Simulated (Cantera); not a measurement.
Adiabatic ignition

An adiabatic, constant-volume homogeneous reactor starts with H2 : O2 : N2 : H2O = 1 : 0.943 : 3.55 : 0.18 (molar parts), equivalence ratio 0.53, at 1573 K and 41000 Pa.

Cantera simulation using the H2/O2 subset of GRI-Mech 3.0, which has no nitrogen chemistry; the numbers are that mechanism's predictions, not measurements.

| t (s) | T (K) | P (bar) | x H2 | x O2 | x H2O | x OH | x H | x H2O2 |
|---|---|---|---|---|---|---|---|---|
| 2.00e-6 | 1573 | 0.410 | 0.176 | 0.166 | 0.0317 | 8.34e-8 | 4.27e-7 | 2.07e-9 |
| 6.59e-6 | 1573 | 0.410 | 0.176 | 0.166 | 0.0317 | 1.38e-6 | 5.87e-6 | 1.81e-8 |
| 2.17e-5 | 1580 | 0.412 | 0.160 | 0.158 | 0.0430 | 0.00215 | 0.00880 | 2.40e-7 |
| 7.14e-5 | 1983 | 0.505 | 0.0254 | 0.0815 | 0.154 | 0.0250 | 0.0426 | 3.66e-7 |
| 0.000235 | 2477 | 0.610 | 0.0168 | 0.0780 | 0.181 | 0.0311 | 0.0143 | 2.02e-7 |
| 0.000775 | 2669 | 0.649 | 0.0111 | 0.0781 | 0.194 | 0.0288 | 0.00668 | 4.32e-7 |
| 0.00255 | 2669 | 0.650 | 0.0111 | 0.0781 | 0.194 | 0.0288 | 0.00666 | 4.33e-7 |
| 0.00840 | 2669 | 0.650 | 0.0111 | 0.0781 | 0.194 | 0.0288 | 0.00666 | 4.33e-7 |
| 0.0277 | 2669 | 0.650 | 0.0111 | 0.0781 | 0.194 | 0.0288 | 0.00666 | 4.33e-7 |
| 0.0911 | 2669 | 0.650 | 0.0111 | 0.0781 | 0.194 | 0.0288 | 0.00666 | 4.33e-7 |
| 0.300 | 2669 | 0.650 | 0.0111 | 0.0781 | 0.194 | 0.0288 | 0.00666 | 4.33e-7 |
x: mole fraction; the columns are a selection and need not sum to one.

time of steepest temperature rise: 27.6 µs
temperature at 0.300 s: 2669 K
equilibrium temperature: 2669 K
x(H2) at 0.300 s: 0.0111 (gas-phase equilibrium 0.0111)
x(O2) at 0.300 s: 0.0781 (gas-phase equilibrium 0.0781)
x(H2O) at 0.300 s: 0.194 (gas-phase equilibrium 0.194)
